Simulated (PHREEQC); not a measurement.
Copper plating or etch bath: an equilibrium model

Dissolve 0.0032 mol/kgw CuSO4, 0.00085 mol/kgw H2SO4 and 3.5e-05 mol/kgw NaCl at 25 °C. Closed to the air; pH follows from the charge balance.

Computed with PHREEQC (ion-association model, phreeqc.dat).

Each row changes one thing in this solution. No solid was allowed to form.

| case | pH | ionic strength (mol/kgw) | SO4-2 (mol/kgw) | HSO4- (mol/kgw) |
|---|---|---|---|---|
| as made | 2.89 | 0.0121 | 0.00310 | 0.000280 |
| diluted 2-fold with water | 3.15 | (withheld) | 0.00169 | (withheld) |
| NaCl replaced by LiCl at the same molality | 2.89 | 0.0121 | 0.00310 | 0.000280 |
| diluted 10-fold with water | (withheld) | 0.00146 | 0.000383 | 5.19e-6 |
| CuSO4 left out | 2.82 | 0.00239 | 0.000754 | 9.55e-5 |
| H2SO4 from 0.00085 to 0.0085 mol/kgw | 1.96 | (withheld) | 0.00638 | 0.00440 |
| H2SO4 from 0.00085 to 0.00425 mol/kgw | 2.23 | 0.0186 | 0.00477 | 0.00186 |

Task: Complete the blanks.

Result: 
- diluted 2-fold with water, ionic strength (mol/kgw): 0.00655
- diluted 2-fold with water, HSO4- (mol/kgw): 9.02e-5
- diluted 10-fold with water, pH: 3.80
- H2SO4 from 0.00085 to 0.0085 mol/kgw, ionic strength (mol/kgw): 0.0259
